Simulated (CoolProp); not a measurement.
Vapour-liquid equilibrium of carbon dioxide (1) + CH3F (R41) (2) at 247.4 K; x and y are mole fractions of (1).

Computed with CoolProp (multi-fluid Helmholtz-energy mixture model, Span 1996 and Lemmon 2006; pair parameters Bell 2016).

**Question.** Give the bubble pressure and the first vapour's composition at x = 0.425, 0.575, 0.8. Is there an azeotrope?

**Answer.** x = 0.425: 1.216 MPa, y = 0.528; x = 0.575: 1.316 MPa, y = 0.674; x = 0.8: 1.480 MPa, y = 0.864. No azeotrope shows between x = 0.05 and 0.95.

The pair parameters rest on a limited set of measurements; away from them the model extrapolates.
